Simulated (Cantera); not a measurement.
A perfectly stirred reactor is fed with 62.5 % CH4, 37.5 % H2O, at 7500 Torr; it is held at 1775 K, and followed from long to short residence time.

Computed with Cantera and GRI-Mech 3.0 (53 species, 325 reactions). GRI-Mech 3.0 stops at C3 and has no aromatics, soot or wall deposition, so with more carbon than oxygen in the feed, carbon stays in small species such as C2H2 where larger ones or solid carbon would form.

**Question.** Predict: x(CH4) at τ = 2.30 s; x(H2O) at τ = 2.30 s; x(CO2) at τ = 2.30 s; x(CH2CO) at τ = 2.30 s; x(CH4) at τ = 63.0 ms; x(H2O) at τ = 63.0 ms; x(CO2) at τ = 63.0 ms; x(CH2CO) at τ = 63.0 ms.

**Answer.** 
```json
{
 "x(CH4) at τ = 2.30 s": "0.0745",
 "x(H2O) at τ = 2.30 s": "0.0207",
 "x(CO2) at τ = 2.30 s": "0.00150",
 "x(CH2CO) at τ = 2.30 s": "3.70e-6",
 "x(CH4) at τ = 63.0 ms": "0.106",
 "x(H2O) at τ = 63.0 ms": "0.146",
 "x(CO2) at τ = 63.0 ms": "0.00550",
 "x(CH2CO) at τ = 63.0 ms": "2.34e-5"
}
```
